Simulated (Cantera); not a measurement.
Input (Python, Cantera):

```python
import numpy as np
import cantera as ct

gas = ct.Solution("gri30.yaml")
gas.TPX = 1875, 1400, {'CH4': 0.032, 'H2': 1, 'N2': 0.019}
inlet = ct.Reservoir(gas, clone=True)

reactor = ct.IdealGasConstPressureReactor(gas, energy="off", clone=False)
exhaust = ct.Reservoir(gas, clone=True)
tau = [2.1, 1, 0.52, 0.26, 0.13, 0.065, 0.032, 0.016, 0.0081, 0.004, 0.002][0]
for a, b in ((inlet, reactor), (reactor, exhaust)):
    ct.MassFlowController(a, b, mdot=lambda t: reactor.mass / tau)
net = ct.ReactorNet([reactor])
show = ['CH4', 'H2', 'CH2', 'C2H4', 'CH3']

rows = []
print(f"{'tau/s':>10s}{'T/K':>9s}" + "".join(f"{s:>11s}" for s in show))
for tau in [2.1, 1, 0.52, 0.26, 0.13, 0.065, 0.032, 0.016, 0.0081, 0.004, 0.002]:
    net.initial_time = 0.0
    net.advance(30 * tau)
    before = gas.X
    net.advance(40 * tau)
    drift = np.max(np.abs(gas.X - before) / (gas.X + 1e-9))
    rows.append([gas.T, *gas[show].X, drift])
    print(f"{tau:10.3e}{gas.T:9.1f}" + "".join(f"{x:11.3e}" for x in gas[show].X))
```

Output:

```
     tau/s      T/K        CH4         H2        CH2       C2H4        CH3
 2.100e+00   1875.0  3.571e-03  9.613e-01  1.641e-06  6.176e-06  3.236e-04
 1.000e+00   1875.0  5.437e-03  9.606e-01  2.083e-06  9.957e-06  4.552e-04
 5.200e-01   1875.0  7.794e-03  9.596e-01  2.485e-06  1.623e-05  6.029e-04
 2.600e-01   1875.0  1.116e-02  9.580e-01  2.866e-06  2.755e-05  7.862e-04
 1.300e-01   1875.0  1.538e-02  9.560e-01  3.104e-06  4.450e-05  9.743e-04
 6.500e-02   1875.0  2.010e-02  9.538e-01  3.049e-06  6.411e-05  1.115e-03
 3.200e-02   1875.0  2.469e-02  9.518e-01  2.505e-06  7.597e-05  1.119e-03
 1.600e-02   1875.0  2.797e-02  9.508e-01  1.490e-06  6.392e-05  9.026e-04
 8.100e-03   1875.0  2.955e-02  9.508e-01  5.750e-07  3.275e-05  5.610e-04
 4.000e-03   1875.0  3.010e-02  9.511e-01  1.595e-07  9.509e-06  2.921e-04
 2.000e-03   1875.0  3.029e-02  9.513e-01  4.145e-08  1.870e-06  1.480e-04
```

Detailed kinetics in Cantera: GRI-Mech 3.0 (53 species, 325 reactions). GRI-Mech 3.0 stops at C3 and has no aromatics, soot or wall deposition, so with more carbon than oxygen in the feed, carbon stays in small species such as C2H2 where larger ones or solid carbon would form. Radical loss at walls, strong at low pressure, is not modelled.
